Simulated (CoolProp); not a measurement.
A simple Rankine cycle with isobutene: condensing at 327.15 K, boiler at 2.36 MPa, turbine inlet 388.8 K, turbine efficiency 0.9, pump efficiency 0.6, no recuperator. Each further row changes one setting.

Computed with CoolProp (reference Helmholtz-energy equation of state, Lemmon 2005). It is a short technical equation, of lower accuracy than the large ones.

```
case                             thermal efficiency (%)  net work (kJ/kg)  heat in (kJ/kg)  turbine exit temperature (K)  volume ratio over the turbine
-------------------------------  ----------------------  ----------------  ---------------  ----------------------------  -----------------------------
as stated                                          10.7              40.8              383                    (withheld)                           4.11
turbine inlet 408.8 K                              10.8              47.3              439                    (withheld)                     (withheld)
condensing temperature 319.15 K                    12.0              48.4              403                    (withheld)                     (withheld)
boiler pressure 1.65 MPa                            8.2        (withheld)              416                         356.6                           2.56
turbine efficiency 0.8                              9.3              35.7              383                         339.4                     (withheld)
```

What belongs in the gaps?


- as stated, turbine exit temperature (K): 336.8
- turbine inlet 408.8 K, turbine exit temperature (K): 361.5
- turbine inlet 408.8 K, volume ratio over the turbine: 3.82
- condensing temperature 319.15 K, turbine exit temperature (K): 330.2
- condensing temperature 319.15 K, volume ratio over the turbine: 5.04
- boiler pressure 1.65 MPa, net work (kJ/kg): 34.3
- turbine efficiency 0.8, volume ratio over the turbine: 4.16
